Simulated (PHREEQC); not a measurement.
A solution holds 0.00036 mol/kgw H3AsO4 and 0.0015 mol/kgw NaOH, at 60 °C. Closed to the air; pH follows from the charge balance.

Equilibrium calculation in PHREEQC: ion-association model, wateq4f.dat.

```json
{
 "pH": "9.89",
 "ionic_strength": "0.00189 mol/kgw",
 "total_alkalinity": "1.14 meq/kg"
}
```

```csv
species,molality,activity,log γ
Na+,0.00150,0.00143,-0.022
OH-,0.000764,0.000725,-0.023
HAsO4-2,0.000343,0.000279,-0.090
AsO4-3,1.68e-5,1.05e-5,-0.202
H2AsO4-,4.74e-7,4.50e-7,-0.022
```

This is a speciation only: nothing precipitates in the calculation. Complexes and solids missing from the database can't appear. At this temperature some constants are extrapolated from 25 °C, and those without enthalpy data are left unchanged.
